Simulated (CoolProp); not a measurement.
Properties of sulfur hexafluoride along the isotherm 2.65 °C.

Computed with CoolProp (reference Helmholtz-energy equation of state, Guder 2009).

| p (bar) | phase | density (kg/m³) | cp (kJ/(kg K)) | cv (kJ/(kg K)) | Joule-Thomson coefficient (K/MPa) | isothermal compressibility (1/MPa) |
|---|---|---|---|---|---|---|
| 18.8 | liquid | 1548 | 1.042 | 0.6280 | [?] | 0.01057 |
| 37.5 | liquid | 1576 | 1.006 | 0.6258 | 0.1203 | [?] |
| 56.3 | liquid | 1599 | 0.9813 | 0.6244 | [?] | [?] |
| 75.1 | liquid | 1620 | [?] | 0.6235 | -0.01355 | 0.006325 |
| 93.9 | liquid | [?] | 0.9480 | 0.6229 | -0.05881 | 0.005622 |
| 113 | liquid | 1655 | 0.9360 | 0.6225 | -0.09610 | 0.005063 |
| 131 | liquid | 1669 | [?] | 0.6223 | -0.1254 | 0.004638 |
| 150 | liquid | 1683 | 0.9182 | 0.6222 | -0.1516 | 0.004265 |
| 169 | liquid | 1696 | 0.9110 | 0.6222 | -0.1742 | 0.003953 |
| 188 | liquid | 1709 | 0.9047 | 0.6223 | -0.1937 | [?] |

**Question.** Some entries are withheld; supply them.

**Answer.** 
- 18.8, Joule-Thomson coefficient (K/MPa): 0.2279
- 37.5, isothermal compressibility (1/MPa): 0.008573
- 56.3, Joule-Thomson coefficient (K/MPa): 0.04395
- 56.3, isothermal compressibility (1/MPa): 0.007260
- 75.1, cp (kJ/(kg K)): 0.9626
- 93.9, density (kg/m³): 1638
- 131, cp (kJ/(kg K)): 0.9267
- 188, isothermal compressibility (1/MPa): 0.003687
